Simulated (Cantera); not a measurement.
Thermodynamics of roasting and sulfation, feed Fe₂O₃ + SO₂ + N₂

Input: 1 mol Fe₂O₃, 0.43 mol SO₂, 0.63 mol N₂, at 1 atm.

Cantera equilibrium calculation (NASA polynomials, part measured and part estimated; ideal gas, pure solids and liquids). Candidate condensed phases: Fe, FeO, FeS, FeSO₄, FeS₂, Fe₂O₃, Fe₂(SO₄)₃, Fe₃O₄, S; 19 gas species. Mutual solubility and eutectic melting of coexisting phases are not modelled. Rates play no part.

From 502 °C to 802 °C the condensed part is Fe₂O₃(s). From 902 °C to 1302 °C the condensed part is Fe₂O₃(s) + Fe₃O₄(s). From 1402 °C to 1502 °C the condensed part is Fe₃O₄(s).

| T (°C) | x N₂ | x SO₂ | x O₂ | x NO | n Fe₂O₃(s) | n Fe₃O₄(s) |
|---|---|---|---|---|---|---|
| 502 | 0.594 | 0.406 | <1e-12 | <1e-12 | 1.00 | 0 |
| 602 | 0.594 | 0.406 | <1e-12 | 1.09e-12 | 1.000 | 0 |
| 702 | 0.594 | 0.406 | 7.29e-12 | 1.21e-10 | 1.000 | 0 |
| 802 | 0.594 | 0.406 | 1.76e-9 | 5.35e-9 | 1.000 | 0 |
| 902 | 0.594 | 0.406 | 1.59e-7 | 1.22e-7 | 1.000 | 0.000109 |
| 1002 | 0.594 | 0.406 | 6.97e-6 | 1.68e-6 | 0.999 | 0.000364 |
| 1102 | 0.594 | 0.405 | 0.000174 | 1.57e-5 | 0.998 | 0.00162 |
| 1202 | 0.593 | 0.404 | 0.00278 | 0.000108 | 0.979 | 0.0140 |
| 1302 | 0.575 | 0.391 | 0.0311 | 0.000570 | 0.788 | 0.141 |
| 1402 | 0.513 | 0.349 | 0.134 | 0.00170 | 0 | 0.667 |
| 1502 | 0.513 | 0.349 | 0.134 | 0.00246 | 0 | 0.667 |
x: gas mole fraction; n: condensed amount in mol.
